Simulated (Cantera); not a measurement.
An isothermal, constant-pressure homogeneous reactor starts with H2 : O2 : N2 = 1.1 : 1 : 11 (molar parts), equivalence ratio 0.55, at 1275 K and 0.132 atm. Integrator tolerance rtol = 1e-08.

Model: GRI-Mech 3.0 (53 species, 325 reactions), integrated in Cantera. The temperature is held fixed by assumption; the heat of reaction is taken as removed at once.

Q: What does this change do: temperature 1275 to 800 K?

A: 
```
quantity                                             before                                     after
----------------  -----------------------------------------  ----------------------------------------
x(H2) at 60.0 s     7.05e-8 (gas-phase equilibrium 7.05e-8)     0.0202 (gas-phase equilibrium <1e-12)
x(O2) at 60.0 s       0.0358 (gas-phase equilibrium 0.0358)     0.0455 (gas-phase equilibrium 0.0359)
x(H) at 60.0 s    5.39e-10 (gas-phase equilibrium 5.40e-10)    2.68e-8 (gas-phase equilibrium <1e-12)
x(HO2) at 60.0 s    4.42e-9 (gas-phase equilibrium 4.41e-9)  3.97e-6 (gas-phase equilibrium 2.57e-12)
x(NO) at 60.0 s    1.16e-5 (gas-phase equilibrium 0.000147)   2.24e-9 (gas-phase equilibrium 8.78e-7)
x(OH) at 60.0 s     7.81e-6 (gas-phase equilibrium 7.80e-6)  3.30e-9 (gas-phase equilibrium 8.72e-10)
```
Radical loss at walls, strong at low pressure, is not modelled. Below about 950 K walls govern HO2 and H2O2 in real vessels.

Q: What does this change do: temperature 1275 to 775 K?

A: 
```tsv
quantity	before	after
x(H2) at 60.0 s	7.05e-8 (gas-phase equilibrium 7.05e-8)	0.0837 (gas-phase equilibrium <1e-12)
x(O2) at 60.0 s	0.0358 (gas-phase equilibrium 0.0358)	0.0761 (gas-phase equilibrium 0.0359)
x(H) at 60.0 s	5.39e-10 (gas-phase equilibrium 5.40e-10)	6.29e-9 (gas-phase equilibrium <1e-12)
x(HO2) at 60.0 s	4.42e-9 (gas-phase equilibrium 4.41e-9)	2.24e-6 (gas-phase equilibrium 1.35e-12)
x(NO) at 60.0 s	1.16e-5 (gas-phase equilibrium 0.000147)	<1e-12 (gas-phase equilibrium 5.64e-7)
x(OH) at 60.0 s	7.81e-6 (gas-phase equilibrium 7.80e-6)	1.84e-10 (gas-phase equilibrium 3.97e-10)
```
Radical loss at walls, strong at low pressure, is not modelled. Below about 950 K walls govern HO2 and H2O2 in real vessels.
